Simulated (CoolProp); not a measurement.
Saturation properties of ethanol.

The numbers come from the reference Helmholtz-energy equation of state, Schroeder 2014 in CoolProp.

```json
[
 {"T (°C)": "-3.15", "p (bar)": "0.01280", "vapour density (kg/m³)": "0.02630", "liquid viscosity (µPa s)": "1950"},
 {"T (°C)": "8.85", "p (bar)": "0.02921", "vapour density (kg/m³)": "?", "liquid viscosity (µPa s)": "1500"},
 {"T (°C)": "20.75", "p (bar)": "0.06146", "vapour density (kg/m³)": "?", "liquid viscosity (µPa s)": "1180"},
 {"T (°C)": "32.75", "p (bar)": "0.1218", "vapour density (kg/m³)": "?", "liquid viscosity (µPa s)": "934"},
 {"T (°C)": "44.65", "p (bar)": "0.2264", "vapour density (kg/m³)": "0.3993", "liquid viscosity (µPa s)": "755"},
 {"T (°C)": "56.65", "p (bar)": "0.4016", "vapour density (kg/m³)": "0.6867", "liquid viscosity (µPa s)": "617"},
 {"T (°C)": "68.65", "p (bar)": "0.6803", "vapour density (kg/m³)": "1.131", "liquid viscosity (µPa s)": "510"},
 {"T (°C)": "80.55", "p (bar)": "1.101", "vapour density (kg/m³)": "?", "liquid viscosity (µPa s)": "427"},
 {"T (°C)": "92.55", "p (bar)": "?", "vapour density (kg/m³)": "2.741", "liquid viscosity (µPa s)": "360"},
 {"T (°C)": "104.55", "p (bar)": "2.615", "vapour density (kg/m³)": "4.082", "liquid viscosity (µPa s)": "305"},
 {"T (°C)": "116.45", "p (bar)": "3.833", "vapour density (kg/m³)": "5.907", "liquid viscosity (µPa s)": "261"},
 {"T (°C)": "128.45", "p (bar)": "5.485", "vapour density (kg/m³)": "8.382", "liquid viscosity (µPa s)": "223"},
 {"T (°C)": "140.35", "p (bar)": "7.637", "vapour density (kg/m³)": "11.63", "liquid viscosity (µPa s)": "192"}
]
```

Q: Some entries are withheld; supply them.

A: 
- 8.85, vapour density (kg/m³): 0.05755
- 20.75, vapour density (kg/m³): 0.1164
- 32.75, vapour density (kg/m³): 0.2222
- 80.55, vapour density (kg/m³): 1.787
- 92.55, p (bar): 1.726

It boils at 78.4 °C under 1 atm.

Viscosity comes from a separate model (Kiselev 2005).
